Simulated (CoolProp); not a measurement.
Aqueous propylene glycol as a coolant, 55 % by mass, freezing at -40.2 °C, 1 atm.

Model: Melinder's fits for secondary coolants, in CoolProp.

```json
[
 {"T (°C)": "-37.1", "viscosity (mPa s)": "606", "conductivity (W/(m K))": "0.316", "Prandtl number": "6120", "cp (kJ/(kg K))": "3.197"},
 {"T (°C)": "-31.3", "viscosity (mPa s)": "325", "conductivity (W/(m K))": "0.319", "Prandtl number": "3280", "cp (kJ/(kg K))": "3.221"},
 {"T (°C)": "-25.6", "viscosity (mPa s)": "185", "conductivity (W/(m K))": "___", "Prandtl number": "1860", "cp (kJ/(kg K))": "3.245"},
 {"T (°C)": "-19.8", "viscosity (mPa s)": "108", "conductivity (W/(m K))": "0.324", "Prandtl number": "1090", "cp (kJ/(kg K))": "___"},
 {"T (°C)": "-14", "viscosity (mPa s)": "66.3", "conductivity (W/(m K))": "0.326", "Prandtl number": "669", "cp (kJ/(kg K))": "3.294"},
 {"T (°C)": "-8.2", "viscosity (mPa s)": "42.2", "conductivity (W/(m K))": "0.329", "Prandtl number": "426", "cp (kJ/(kg K))": "3.318"},
 {"T (°C)": "-2.4", "viscosity (mPa s)": "27.9", "conductivity (W/(m K))": "0.331", "Prandtl number": "282", "cp (kJ/(kg K))": "3.342"},
 {"T (°C)": "3.4", "viscosity (mPa s)": "19.1", "conductivity (W/(m K))": "0.333", "Prandtl number": "193", "cp (kJ/(kg K))": "3.366"},
 {"T (°C)": "9.2", "viscosity (mPa s)": "13.5", "conductivity (W/(m K))": "0.336", "Prandtl number": "136", "cp (kJ/(kg K))": "3.391"},
 {"T (°C)": "15", "viscosity (mPa s)": "9.85", "conductivity (W/(m K))": "___", "Prandtl number": "99.5", "cp (kJ/(kg K))": "3.415"},
 {"T (°C)": "20.8", "viscosity (mPa s)": "7.40", "conductivity (W/(m K))": "___", "Prandtl number": "74.7", "cp (kJ/(kg K))": "3.439"},
 {"T (°C)": "26.6", "viscosity (mPa s)": "5.70", "conductivity (W/(m K))": "0.343", "Prandtl number": "57.6", "cp (kJ/(kg K))": "3.464"},
 {"T (°C)": "32.4", "viscosity (mPa s)": "4.50", "conductivity (W/(m K))": "___", "Prandtl number": "45.5", "cp (kJ/(kg K))": "3.488"},
 {"T (°C)": "38.2", "viscosity (mPa s)": "___", "conductivity (W/(m K))": "0.348", "Prandtl number": "36.7", "cp (kJ/(kg K))": "___"}
]
```

### Question
Complete the blanks.

### Answer

- -25.6, conductivity (W/(m K)): 0.321
- -19.8, cp (kJ/(kg K)): 3.269
- 15, conductivity (W/(m K)): 0.338
- 20.8, conductivity (W/(m K)): 0.341
- 32.4, conductivity (W/(m K)): 0.346
- 38.2, viscosity (mPa s): 3.64
- 38.2, cp (kJ/(kg K)): 3.512
